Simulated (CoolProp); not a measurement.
Vapour-liquid equilibrium of dimethyl ether (1) + isobutane (2) at 235.6 K; x and y are mole fractions of (1).

Model: multi-fluid Helmholtz-energy mixture model, Wu 2011 and Bücker 2006; pair parameters Bell 2016, in CoolProp.

```
x     bubble pressure (kPa)  y at the bubble point  dew pressure at overall composition x (kPa)  liquid density (mol/L)
----  ---------------------  ---------------------  -------------------------------------------  ----------------------
0.05                  36.08                  0.142                                        33.67                   10.88
0.15                  41.92                  0.329                                        36.31                   11.27
0.25                  46.32                  0.449                                        39.30                   11.70
0.35                  49.64                  0.535                                        42.67                   12.15
0.45                  52.16                  0.604                                        46.37                   12.65
0.55                  54.07                  0.665                                        50.19                   13.19
0.65                  55.50                  0.722                                        53.64                   13.78
0.75                  56.47                  0.783                                        56.01                   14.43
0.85                  56.93                  0.854                                        56.92                   15.14
0.95                  56.65                  0.943                                        56.60                   15.92
```

y crosses x between x = 0.85 and 0.95: the model has an azeotrope there.

Pair parameters are fitted to limited data, so mixtures are less certain than the pure fluids.
